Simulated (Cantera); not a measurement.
An adiabatic, constant-volume homogeneous reactor starts with CH₄ : CO : O₂ : N₂ = 1 : 0.18 : 5.81 : 21.8 (molar parts), at 1725 K and 1.00 atm. Integrator tolerance rtol = 1e-08.

Computed with Cantera and GRI-Mech 3.0 (53 species, 325 reactions).

Q: What does this change do: 0.17 parts C2H6 added?

A: 
```json
[
 {"quantity": "time of steepest temperature rise", "before": "0.161 ms", "after": "37.4 µs"},
 {"quantity": "temperature at 0.200 s", "before": "2523 K", "after": "2653 K"},
 {"quantity": "equilibrium temperature", "before": "2523 K", "after": "2653 K"},
 {"quantity": "x(CH₄) at 0.200 s", "before": "<1e-12 (gas-phase equilibrium <1e-12)", "after": "<1e-12 (gas-phase equilibrium <1e-12)"},
 {"quantity": "x(CO) at 0.200 s", "before": "0.00370 (gas-phase equilibrium 0.00370)", "after": "0.00880 (gas-phase equilibrium 0.00880)"},
 {"quantity": "x(O₂) at 0.200 s", "before": "0.118 (gas-phase equilibrium 0.118)", "after": "0.0955 (gas-phase equilibrium 0.0955)"},
 {"quantity": "x(NO) at 0.200 s", "before": "0.0175 (gas-phase equilibrium 0.0175)", "after": "0.0193 (gas-phase equilibrium 0.0193)"},
 {"quantity": "x(O) at 0.200 s", "before": "0.00458 (gas-phase equilibrium 0.00458)", "after": "0.00730 (gas-phase equilibrium 0.00730)"}
]
```

Q: What does this change do: initial temperature 1725 to 1450 K?

A: 
```json
[
 {"quantity": "time of steepest temperature rise", "before": "0.161 ms", "after": "1.27 ms"},
 {"quantity": "temperature at 0.200 s", "before": "2523 K", "after": "2350 K"},
 {"quantity": "equilibrium temperature", "before": "2523 K", "after": "2350 K"},
 {"quantity": "x(CH₄) at 0.200 s", "before": "<1e-12 (gas-phase equilibrium <1e-12)", "after": "<1e-12 (gas-phase equilibrium <1e-12)"},
 {"quantity": "x(CO) at 0.200 s", "before": "0.00370 (gas-phase equilibrium 0.00370)", "after": "0.00141 (gas-phase equilibrium 0.00141)"},
 {"quantity": "x(O₂) at 0.200 s", "before": "0.118 (gas-phase equilibrium 0.118)", "after": "0.121 (gas-phase equilibrium 0.121)"},
 {"quantity": "x(NO) at 0.200 s", "before": "0.0175 (gas-phase equilibrium 0.0175)", "after": "0.0129 (gas-phase equilibrium 0.0129)"},
 {"quantity": "x(O) at 0.200 s", "before": "0.00458 (gas-phase equilibrium 0.00458)", "after": "0.00181 (gas-phase equilibrium 0.00181)"}
]
```

Q: What does this change do: pressure from 1.00 atm to 18.8 atm?

A: 
```csv
quantity,before,after
time of steepest temperature rise,0.161 ms,13.7 µs
temperature at 0.200 s,2523 K,2594 K
equilibrium temperature,2523 K,2594 K
x(CH₄) at 0.200 s,<1e-12 (gas-phase equilibrium <1e-12),<1e-12 (gas-phase equilibrium <1e-12)
x(CO) at 0.200 s,0.00370 (gas-phase equilibrium 0.00370),0.00129 (gas-phase equilibrium 0.00129)
x(O₂) at 0.200 s,0.118 (gas-phase equilibrium 0.118),0.118 (gas-phase equilibrium 0.118)
x(NO) at 0.200 s,0.0175 (gas-phase equilibrium 0.0175),0.0197 (gas-phase equilibrium 0.0197)
x(O) at 0.200 s,0.00458 (gas-phase equilibrium 0.00458),0.00146 (gas-phase equilibrium 0.00146)
```
The pressure lies above the range GRI-Mech 3.0 was tuned for (to about 10 atm).
